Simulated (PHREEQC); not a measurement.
Consider water at 25 °C with 0.0051 mol NaOH and 6.1e-05 mol Na2SiO3 per kg of water. Closed to the air; pH follows from the charge balance.

Model: ion-association model, phreeqc.dat, run in PHREEQC.

No solid was allowed to form.

Predict the pH, specific conductance.

pH 11.67; specific conductance 1220 µS/cm.

In which forms is Si present?

H3SiO4- 95 %, H2SiO4-2 3.8 %, H4SiO4 1.3 % of the Si.
